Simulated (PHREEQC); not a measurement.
## Reverse-osmosis permeate: an equilibrium model

A made-up water analysis in mg/L, 25 °C, pH 6.63, pe 10.5: Na 3.25; K 0.342; Ca 2.29; Mg 2.36; Cl 4.34; S(6) as SO4 3.08; Alkalinity as HCO3 16.7; B 0.00696; Cu(2) 0.0258; Sr 0.705.

Cl is adjusted to close the charge balance.
Valence states are taken as typed.

Computed with PHREEQC (ion-association model, phreeqc.dat).

* **ionic strength**: 0.000666 mol/kgw

```
species  molality  activity   log γ
-------  --------  --------  ------
HCO3-    0.000273  0.000265  -0.013
Na+      0.000141  0.000137  -0.013
CO2      0.000140  0.000140   0.000
Cl-      0.000138  0.000134  -0.013
Mg+2      9.62e-5   8.57e-5  -0.050
Ca+2      5.67e-5   5.05e-5  -0.050
SO4-2     3.12e-5   2.78e-5  -0.051
K+        8.75e-6   8.49e-6  -0.013
Sr+2      7.98e-6   7.10e-6  -0.050
H3BO3     6.42e-7   6.42e-7   0.000
```

No solid was allowed to form. Species that the database lacks are ignored. The database's constant for dissolved Cu(OH)2 is higher than later reviews accept.
